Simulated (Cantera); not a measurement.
Cantera run:

```python
import numpy as np
import cantera as ct

gas_names = """
    Cu CuF CuF2 CuO Cu2 F FO FO2 F2 F2O H HF HOF HO2 H2 H2F2 H2O H2O2 H3F3 H4F4 H5F5 H6F6 H7F7 O OH O2
    O3
""".split()
cond_names = """
    Cu(cr) Cu(L) CuF2(s) CuF2(L) CuO(s) CuO2H2(s) Cu2O(s) Cu2O(L) H2O(s) H2O(L)
""".split()


# ... load() reads the species with a 1 bar reference pressure and builds the phases ...
atoms = {
    'CuF2': {'Cu': 1, 'F': 2},
    'H2O': {'H': 2, 'O': 1},
    'H2': {'H': 2},
}
top_T = {'CuO(s)': 1390}  # K; cautious upper limits of use, not melting points


# ... equilibrate(T, P, feed) seeds the gas with the atoms and calls Mixture.equilibrate('TP', solver="vcs", rtol=1e-11, max_steps=5000) ...
results = []
T = 625  # K
P = 133.322  # Pa
for m in [21, 24, 28, 32, 37, 43, 50, 58, 67, 78, 90, 100, 120]:
    feed = {'CuF2': 1, 'H2O': 0.099, 'H2': m}  # mol
    mix = equilibrate(T, P, feed)
    results.append((T, P, feed, dict(zip(mix.species_names, mix.species_moles))))
    x = sorted(zip(gas.X, gas.species_names), reverse=True)
    print(f"T = {T:g} K  P = {P:g} Pa  n(H2) = {m:g} mol  gas = {mix.phase_moles(0):.4g} mol")
    print("   x: " + "  ".join(f"{s} {v:.3e}" for v, s in x if v > 0.001))
    print("   condensed (mol): " + ("  ".join(f"{mix.phase(i).name} {mix.phase_moles(i):.4g}"
          for i in range(1, mix.n_phases) if mix.phase_moles(i) > 1e-12) or "none"))
```

It prints:

```
T = 625 K  P = 133.322 Pa  n(H2) = 21 mol  gas = 22.1 mol
   x: H2 9.050e-01  HF 9.050e-02  H2O 4.480e-03
   condensed (mol): Cu(cr) 1
T = 625 K  P = 133.322 Pa  n(H2) = 24 mol  gas = 25.1 mol
   x: H2 9.164e-01  HF 7.968e-02  H2O 3.944e-03
   condensed (mol): Cu(cr) 1
T = 625 K  P = 133.322 Pa  n(H2) = 28 mol  gas = 29.1 mol
   x: H2 9.279e-01  HF 6.873e-02  H2O 3.402e-03
   condensed (mol): Cu(cr) 1
T = 625 K  P = 133.322 Pa  n(H2) = 32 mol  gas = 33.1 mol
   x: H2 9.366e-01  HF 6.042e-02  H2O 2.991e-03
   condensed (mol): Cu(cr) 1
T = 625 K  P = 133.322 Pa  n(H2) = 37 mol  gas = 38.1 mol
   x: H2 9.449e-01  HF 5.249e-02  H2O 2.598e-03
   condensed (mol): Cu(cr) 1
T = 625 K  P = 133.322 Pa  n(H2) = 43 mol  gas = 44.1 mol
   x: H2 9.524e-01  HF 4.535e-02  H2O 2.245e-03
   condensed (mol): Cu(cr) 1
T = 625 K  P = 133.322 Pa  n(H2) = 50 mol  gas = 51.1 mol
   x: H2 9.589e-01  HF 3.914e-02  H2O 1.937e-03
   condensed (mol): Cu(cr) 1
T = 625 K  P = 133.322 Pa  n(H2) = 58 mol  gas = 59.1 mol
   x: H2 9.645e-01  HF 3.384e-02  H2O 1.675e-03
   condensed (mol): Cu(cr) 1
T = 625 K  P = 133.322 Pa  n(H2) = 67 mol  gas = 68.1 mol
   x: H2 9.692e-01  HF 2.937e-02  H2O 1.454e-03
   condensed (mol): Cu(cr) 1
T = 625 K  P = 133.322 Pa  n(H2) = 78 mol  gas = 79.1 mol
   x: H2 9.735e-01  HF 2.528e-02  H2O 1.252e-03
   condensed (mol): Cu(cr) 1
T = 625 K  P = 133.322 Pa  n(H2) = 90 mol  gas = 91.1 mol
   x: H2 9.770e-01  HF 2.195e-02  H2O 1.087e-03
   condensed (mol): Cu(cr) 1
T = 625 K  P = 133.322 Pa  n(H2) = 100 mol  gas = 101.1 mol
   x: H2 9.792e-01  HF 1.978e-02
   condensed (mol): Cu(cr) 1
T = 625 K  P = 133.322 Pa  n(H2) = 120 mol  gas = 121.1 mol
   x: H2 9.827e-01  HF 1.652e-02
   condensed (mol): Cu(cr) 1
```

These are equilibrium values from Cantera (NASA tables, ideal gas, pure condensed phases), not measurements of a reactor.
